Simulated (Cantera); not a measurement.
An isothermal, constant-pressure homogeneous reactor starts with 30.3 % CH4, 54.5 % CO2, 14.5 % H2, 0.696 % H2O, at 1625 K and 100000 Pa.

Cantera simulation using GRI-Mech 3.0 (53 species, 325 reactions); the numbers are that mechanism's predictions, not measurements.

Question: Predict: x(CH4) at 2.00 s; x(CO2) at 2.00 s; x(H2) at 2.00 s; x(C2H6) at 2.00 s.

Answer: x(CH4) at 2.00 s: 0.0146 (gas-phase equilibrium 2.28e-7)
x(CO2) at 2.00 s: 0.0775 (gas-phase equilibrium 0.0464)
x(H2) at 2.00 s: 0.291 (gas-phase equilibrium 0.363)
x(C2H6) at 2.00 s: 2.77e-6 (gas-phase equilibrium <1e-12)
